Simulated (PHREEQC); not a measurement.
A solution holds 0.0063 mol/kgw HF, 0.0037 mol/kgw NH4HF2 and 0.003 mol/kgw H2SiF6, at 25 °C. It is in equilibrium with CO2 at log p = -3.5 (atm). Otherwise closed; pH follows from the charge balance.

Model: ion-association model, phreeqc.dat, run in PHREEQC.

```json
{
  "pH": "2.39",
  "ionic_strength": "0.0112 mol/kgw",
  "total_alkalinity": "-28.0 meq/kg"
}
```

| species | molality | activity | log γ |
|---|---|---|---|
| HF | 0.0114 | 0.0115 | 0.001 |
| H+ | 0.00448 | 0.00408 | -0.041 |
| NH4+ | 0.00370 | 0.00330 | -0.050 |
| SiF6-2 | 0.00300 | 0.00197 | -0.184 |
| F- | 0.00209 | 0.00187 | -0.048 |
| HF2- | 9.17e-5 | 8.23e-5 | -0.047 |
| CO2 | 1.07e-5 | 1.08e-5 | 0.001 |
| H4SiO4 | 1.08e-7 | 1.09e-7 | 0.001 |
| HCO3- | 1.30e-9 | 1.17e-9 | -0.045 |

Precipitation was switched off in this run. SiF6-2 is the database's only silicon fluoride.
